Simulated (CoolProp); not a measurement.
A single-stage vapour-compression cycle with the fluid: evaporating at 280.15 K (dew point), condensing at 338.15 K (bubble point), superheat 0 K, subcooling 8 K, compressor efficiency 0.6, no pressure losses. The same conditions are run with several fluids, on thermodynamics alone (safety and materials aside).

Computed with CoolProp (reference Helmholtz-energy equation of state of each fluid (R1336mzz(Z): McLinden 2020; cyclopentane: Gedanitz 2015; R236EA: Rui 2013; n-pentane: Thol 2019; R407C: Lemmon 2003; R1336mzz(E): Akasaka 2023)). Blends and air are pseudo-pure fits.

```
fluid         cooling COP  pressure ratio  discharge temperature (K)  refrigerating effect (kJ/kg)  volumetric capacity (kJ/m³)
------------  -----------  --------------  -------------------------  ----------------------------  ---------------------------
R1336mzz(Z)             …            8.25                      343.5                           115                          285
cyclopentane         2.55            8.37                      378.3                           326                          196
R236EA               2.21            6.57                      342.6                           101                          725
n-pentane            2.39               …                      348.1                           262                            …
R407C                1.85            5.27                      378.5                           124                            …
R1336mzz(E)          2.16            6.67                      341.6                          91.0                          659
```

Q: What belongs in the gaps?

A: 
- R1336mzz(Z), cooling COP: 2.30
- n-pentane, pressure ratio: 7.42
- n-pentane, volumetric capacity (kJ/m³): 276
- R407C, volumetric capacity (kJ/m³): 3080
